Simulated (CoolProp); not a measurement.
Computed with CoolProp (reference Helmholtz-energy equation of state, Lemmon 2003). It is a pseudo-pure fit of the blend.

**Question.** For R507A, give the phase and the cp (kJ/(kg K)), speed of sound (m/s), Joule-Thomson coefficient (K/MPa), viscosity (µPa s) at 415.6 K and 101 kPa.

**Answer.** 
- 415.6 K and 101 kPa: gas; cp 1.05, speed of sound 194, Joule-Thomson coefficient 6.11, viscosity 16.8

Viscosity comes from a separate model (Geller 2000).
